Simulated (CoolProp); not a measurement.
Vapour-liquid equilibrium of CHF3 (R23) (1) + n-pentane (2) at 276.5 K; x and y are mole fractions of (1).

Model: multi-fluid Helmholtz-energy mixture model, Penoncello 2003 and Thol 2019; pair parameters Bell 2016, in CoolProp.

Give the bubble pressure and the first vapour's composition at x = 0.05, 0.5, 0.65. Is there an azeotrope?

x = 0.05: 3.833 bar, y = 0.921; x = 0.5: 21.12 bar, y = 0.978; x = 0.65: 21.37 bar, y = 0.979. No azeotrope shows between x = 0.05 and 0.95.

Pair parameters are fitted to limited data, so mixtures are less certain than the pure fluids. The gap from Raoult's law changes sign with composition, which may be real or a fault of the pair parameters; it wasn't checked against measurements. With so large a gap from Raoult's law the liquid may split in two, which this calculation doesn't test in full.
